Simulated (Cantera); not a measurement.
Feed: 1 mol B, 0.017 mol H2O, 0.22 mol H2, held at 1125 °C and 1 atm.

Cantera equilibrium calculation (NASA polynomials, part measured and part estimated; ideal gas, pure solids and liquids). Candidate condensed phases: B, B2O3, B3O3H3, H2O; 23 gas species. Mutual solubility and eutectic melting of coexisting phases are not modelled. The numbers say what is thermodynamically allowed, not how fast it happens.

Base state: H2 0.992, B3O3H3 0.00693, HBO 0.00108, HBO2 2.11e-5, B2O2 1.18e-5 (mole fractions); condensed: B(s) + B2O3(l).

### Question
What changes in the equilibrium state with this change: H2O from 0.017 to 2.2 mol?

### Answer
| species | before | after |
|---|---|---|
| H2 | 0.992 | 0.709 |
| H2O | 5.37e-6 | 0.285 |
| HBO2 | 2.11e-5 | 0.00486 |
| B3O3H3 | 0.00693 | <1e-9 |
| (HBO2)3 | <1e-9 | 0.000934 |
| B2O2 | 1.18e-5 | <1e-9 |
| HBO | 0.00108 | 3.35e-6 |
| B(s), mol | 0.987 | 0 |
| B2O3(l), mol | 0.00394 | 0.491 |
Gases not in the tables: H3BO3.

### Question
What changes in the equilibrium state with this change: pressure from 1 atm to 10.0 mbar?

### Answer
| species | before | after |
|---|---|---|
| H2 | 0.992 | 0.987 |
| HBO | 0.00108 | 0.0108 |
| B2O2 | 1.18e-5 | 0.00119 |
| B3O3H3 | 0.00693 | 0.000684 |
| B2O3 | 2.27e-6 | 0.000230 |
| BO | 1.56e-7 | 1.58e-5 |
| B(s), mol | 0.987 | 0.987 |
| B2O3(l), mol | 0.00394 | 0.00436 |

### Question
What changes in the equilibrium state with this change: B replaced by PbO?

### Answer
```csv
species,before,after
H2O,5.37e-6,0.989
Pb,0,0.00843
PbO,0,0.00215
H2,0.992,0.000720
B3O3H3,0.00693,0
HBO,0.00108,0
HBO2,2.11e-5,0
B2O2,1.18e-5,0
"B(s), mol",0.987,0
"B2O3(l), mol",0.00394,0
"Pb(l), mol",0,0.218
"PbO(l), mol",0,0.780
```
Each liquid is taken as pure. Gases not in the tables: (PbO)n polymers. Further candidate phases: Pb, PbO, PbO2, Pb3O4.
